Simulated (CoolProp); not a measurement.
Toluene along the isobar 101 kPa: fugacity coefficient from the reference equation and from simpler models built on Tc = 318.6 °C, pc = 4126 kPa, ω = 0.266; each cubic takes its own stable root.

Computed with CoolProp (reference Helmholtz-energy equation of state, Lemmon 2006). It is a short technical equation, of lower accuracy than the large ones.

```
T (°C)   phase  reference
------  ------  ---------
-4.85   liquid   0.006568
1.05    liquid   0.009616
6.95    liquid    0.01381
12.85   liquid    0.01949
18.75   liquid    0.02705
24.65   liquid    0.03696
30.55   liquid    0.04977
36.45   liquid    0.06612
42.25   liquid    0.08631
48.15   liquid     0.1119
```

How far does each simpler model (Redlich-Kwong, Peng-Robinson) lie from the reference over these 10 states: mean and median of the absolute difference, and the worst?


- Redlich-Kwong: mean 179.5 %, median 177.5 %, worst +225.7 % at -4.85 °C and 101 kPa
- Peng-Robinson: mean 5.0 %, median 4.7 %, worst +9.1 % at -4.85 °C and 101 kPa
